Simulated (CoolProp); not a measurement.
Vapour-liquid equilibrium of C2F6 (R116) (1) + R143a (2) at 190.8 K; x and y are mole fractions of (1).

The numbers come from the multi-fluid Helmholtz-energy mixture model, Lemmon 2006 and Lemmon and Jacobsen 2000; pair parameters Bell 2016 in CoolProp.

Q: Give the bubble pressure and the first vapour's composition at x = 0.05, 0.35, 0.8. Is there an azeotrope?

A: x = 0.05: 27.08 kPa, y = 0.525; x = 0.35: 65.20 kPa, y = 0.838; x = 0.8: 76.43 kPa, y = 0.901. No azeotrope shows between x = 0.05 and 0.95.

Pair parameters are fitted to limited data, so mixtures are less certain than the pure fluids. With so large a gap from Raoult's law the liquid may split in two, which this calculation doesn't test in full.
